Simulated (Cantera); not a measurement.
A perfectly stirred reactor is fed with N2O : O2 = 1 : 2.2 (molar parts), at 7.20 Torr; it is held at 1575 K, and followed from long to short residence time.

Model: GRI-Mech 3.0 (53 species, 325 reactions), integrated in Cantera. GRI-Mech 3.0 was tuned for natural gas; its chemistry of N2O as a main component is partial and can be far from experiment. Radical loss at walls, strong at low pressure, is not modelled. The temperature is held fixed by assumption; the heat of reaction is taken as removed at once.

x: mole fraction; the columns are a selection and need not sum to one.

| τ (s) | x N2O | x O2 | x NO | x O | x N2 | x NO2 |
|---|---|---|---|---|---|---|
| 0.55 | 0.172 | 0.689 | 0.0348 | 0.000141 | 0.104 | (withheld) |
| 0.23 | 0.233 | 0.688 | 0.0197 | 0.000141 | 0.0591 | (withheld) |
| 0.097 | 0.273 | 0.688 | 0.00972 | 0.000141 | 0.0292 | (withheld) |
| 0.041 | 0.295 | 0.688 | 0.00439 | 0.000139 | 0.0133 | (withheld) |
| 0.017 | 0.305 | 0.687 | 0.00184 | 0.000136 | 0.00563 | (withheld) |
| 0.0072 | 0.309 | 0.687 | 0.000750 | 0.000129 | 0.00237 | (withheld) |
| 0.0030 | 0.311 | 0.687 | 0.000280 | 0.000115 | 0.000950 | (withheld) |
| 0.0013 | 0.312 | 0.687 | 9.73e-5 | 9.20e-5 | 0.000383 | (withheld) |
| 0.00054 | 0.312 | 0.687 | 2.71e-5 | 6.16e-5 | 0.000143 | 3.26e-10 |

What belongs in the gaps?


- 0.55, x NO2: 1.75e-5
- 0.23, x NO2: 9.43e-6
- 0.097, x NO2: 4.16e-6
- 0.041, x NO2: 1.51e-6
- 0.017, x NO2: 4.26e-7
- 0.0072, x NO2: 9.83e-8
- 0.0030, x NO2: 1.77e-8
- 0.0013, x NO2: 2.81e-9
